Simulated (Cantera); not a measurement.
**Equilibrium for chemical vapour transport: PbO + H2O + O2**

Feed: 1 mol PbO, 0.11 mol H2O, 0.011 mol O2, equilibrated at 1.00 bar.

These are equilibrium values from Cantera (NASA tables, ideal gas, pure condensed phases), not measurements of a reactor. Candidate condensed phases: H2O, Pb, PbO, PbO2, Pb3O4; 12 gas species. Gases not in the tables: (PbO)n polymers. The numbers say what is thermodynamically allowed, not how fast it happens.

```json
[
 {"T (K)": "1098", "x H2O": "0.909", "x O2": "0.0909", "x PbO": "5.86e-6", "x Pb": "2.37e-9", "n PbO(yellow)": "1.000", "n PbO(l)": "0"},
 {"T (K)": "1173", "x H2O": "0.909", "x O2": "0.0909", "x PbO": "3.86e-5", "x Pb": "3.77e-8", "n PbO(yellow)": "0", "n PbO(l)": "1.000"},
 {"T (K)": "1248", "x H2O": "0.909", "x O2": "0.0909", "x PbO": "0.000176", "x Pb": "3.74e-7", "n PbO(yellow)": "0", "n PbO(l)": "1.000"},
 {"T (K)": "1323", "x H2O": "0.908", "x O2": "0.0908", "x PbO": "0.000667", "x Pb": "2.82e-6", "n PbO(yellow)": "0", "n PbO(l)": "1.000"},
 {"T (K)": "1398", "x H2O": "0.907", "x O2": "0.0907", "x PbO": "0.00217", "x Pb": "1.70e-5", "n PbO(yellow)": "0", "n PbO(l)": "1.000"},
 {"T (K)": "1473", "x H2O": "0.903", "x O2": "0.0903", "x PbO": "0.00622", "x Pb": "8.49e-5", "n PbO(yellow)": "0", "n PbO(l)": "0.999"},
 {"T (K)": "1548", "x H2O": "0.894", "x O2": "0.0895", "x PbO": "0.0159", "x Pb": "0.000361", "n PbO(yellow)": "0", "n PbO(l)": "0.998"}
]
```
x: gas mole fraction; n: condensed amount in mol.

At 1098 K the condensed part is PbO(yellow). From 1173 K to 1548 K the condensed part is PbO(l).
